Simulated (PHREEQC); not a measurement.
## Acid rinse or clean: speciation

Make-up at 25 °C: 0.29 mol/kgw HNO3, 7.8e-05 mol/kgw AlCl3 and 0.19 mol/kgw KCl. Closed to the air; pH follows from the charge balance.

Computed with PHREEQC (ion-association model, phreeqc.dat).

Each row changes one thing in this solution. This is a speciation only: nothing precipitates in the calculation.

| case | pH | ionic strength (mol/kgw) | SI of Sylvite (KCl) |
|---|---|---|---|
| as made | 0.65 | 0.480 | -2.72 |
| HNO3 replaced by Ca(NO3)2 at the same molality | 4.84 | 1.06 | -2.78 |
| HNO3 from 0.29 to 0.029 mol/kgw | 1.64 | 0.220 | -2.64 |
| AlCl3 left out | 0.65 | 0.480 | -2.72 |
| AlCl3 replaced by LiCl at the same molality | 0.65 | 0.480 | -2.72 |
| 0.5 mol/kgw MgSO4 added | 1.02 | 1.24 | -2.83 |

The ionic strength passes 0.7 mol/kgw, the rough limit of the ion-association models, in HNO3 replaced by Ca(NO3)2 at the same molality; 0.5 mol/kgw MgSO4 added. Some of these states are supersaturated (in Gibbsite (slow to form), for instance).
